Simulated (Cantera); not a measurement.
Cantera run:

```python
import numpy as np
import cantera as ct

gas_names = """
    H HO2 H2 H2O H2O2 O OH O2 O3 Ti TiO TiO2
""".split()
cond_names = """
    H2O(s) H2O(L) Ti(a) Ti(b) Ti(L) TiO(a) TiO(b) TiO(L) TiO2(ru) TiO2(L) Ti2O3(a) Ti2O3(b) Ti2O3(L)
    Ti3O5(a) Ti3O5(b) Ti3O5(L) Ti4O7(s) Ti4O7(L)
""".split()


# ... load() reads the species with a 1 bar reference pressure and builds the phases ...
atoms = {
    'Ti': {'Ti': 1},
    'O2': {'O': 2},
    'H2': {'H': 2},
}
top_T = {}  # K; cautious upper limits of use, not melting points


# ... equilibrate(T, P, feed) seeds the gas with the atoms and calls Mixture.equilibrate('TP', solver="vcs", rtol=1e-11, max_steps=5000) ...
results = []
feed = {'Ti': 1, 'O2': 0.0096, 'H2': 3.1}  # mol
T = 1275  # K
P = 13332.2  # Pa
mix = equilibrate(T, P, feed)
results.append((T, P, feed, dict(zip(mix.species_names, mix.species_moles))))
x = sorted(zip(gas.X, gas.species_names), reverse=True)
print(f"T = {T:g} K  P = {P:g} Pa  gas = {mix.phase_moles(0):.4g} mol")
print("   x: " + "  ".join(f"{s} {v:.3e}" for v, s in x if v > 1e-06))
print("   condensed (mol): " + ("  ".join(f"{mix.phase(i).name} {mix.phase_moles(i):.4g}"
      for i in range(1, mix.n_phases) if mix.phase_moles(i) > 1e-12) or "none"))
```

Result:

```
T = 1275 K  P = 13332.2 Pa  gas = 3.1 mol
   x: H2 1.000e+00  H 2.019e-06
   condensed (mol): Ti(b) 0.9808  TiO(b) 0.0192
```

Equilibrium computed with Cantera from the NASA thermochemical tables; the gas is ideal and each condensed phase is pure. Mutual solubility and eutectic melting of coexisting phases are not modelled. TiO: taken at fixed stoichiometry. Condensed phases not in the tables: N, O or C dissolved in the metal.
